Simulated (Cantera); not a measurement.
What does this Cantera script print?

```python
import numpy as np
import cantera as ct

gas_names = """
    CL Ca
""".split()
cond_names = """
    CaCL2(s) CaCL2(L)
""".split()


# ... load() reads the species with a 1 bar reference pressure and builds the phases ...
species = {s.name: s for s in load("nasa_gas.yaml", gas_names) + load("nasa_condensed.yaml", cond_names)}
# Each term lists the table entries of one substance; the one whose range holds T is used.
reactions = {
    '2 Cl(g) + Ca(g) = CaCl2':
        [(-2, ['CL']), (-1, ['Ca']), (1, ['CaCL2(s)', 'CaCL2(L)'])],
}


def pick(names, T):
    return next(species[n] for n in names if species[n].thermo.min_temp <= T <= species[n].thermo.max_temp)


results = []
for label, terms in reactions.items():
    print(label)
    print("     T/K   dH/kJ  dS/(J/K)   dG/kJ   log10 K")
    for T in [300, 898, 973, 1048, 1123, 1198, 1273]:
        used = [(nu, pick(names, T)) for nu, names in terms]
        dH = sum(nu * s.thermo.h(T) for nu, s in used) / 1e6
        dS = sum(nu * s.thermo.s(T) for nu, s in used) / 1e3
        dG = dH - T * dS / 1e3
        logK = -dG * 1e6 / (ct.gas_constant * T * np.log(10))
        results.append((label, T, dH, dS, dG, logK, [s.name for _, s in used]))
        print(f"{T:8g} {dH:8.1f} {dS:8.1f} {dG:8.1f} {logK:8.2f}")
```

Output:

```
2 Cl(g) + Ca(g) = CaCl2
     T/K   dH/kJ  dS/(J/K)   dG/kJ   log10 K
     300  -1216.2   -380.6  -1102.0   191.87
     898  -1208.8   -367.9   -878.5    51.10
     973  -1207.5   -366.4   -851.0    45.68
    1048  -1177.3   -337.5   -823.6    41.05
    1123  -1174.5   -334.9   -798.4    37.14
    1198  -1171.7   -332.5   -773.4    33.72
    1273  -1168.8   -330.2   -748.5    30.71
```

Cantera with NASA thermochemical tables; ideal gases at 1 bar, condensed phases pure. Condensed species are held in their standard states even where they would react or evaporate.
